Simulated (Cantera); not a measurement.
A closed system holds: 1 mol SiH₄, 0.99 mol HCl, 81 mol H₂, held at 1 atm.

These are equilibrium values from Cantera (NASA tables, ideal gas, pure condensed phases), not measurements of a reactor. Candidate condensed phases: Si; 19 gas species. Gases not in the tables: Si₂H₆ and higher silanes. The numbers say what is thermodynamically allowed, not how fast it happens.

Question: What share of the Si ends up in condensed phases as a function of T (°C), at 875, 975, 1075, 1175, 1275, 1375, 1475?

Answer: 
```tsv
T (°C)	Si condensed (%)	as
875	89.1	Si(s)
975	94.2	Si(s)
1075	96.0	Si(s)
1175	96.4	Si(s)
1275	96.4	Si(s)
1375	96.2	Si(s)
1475	96.3	Si(l)
```
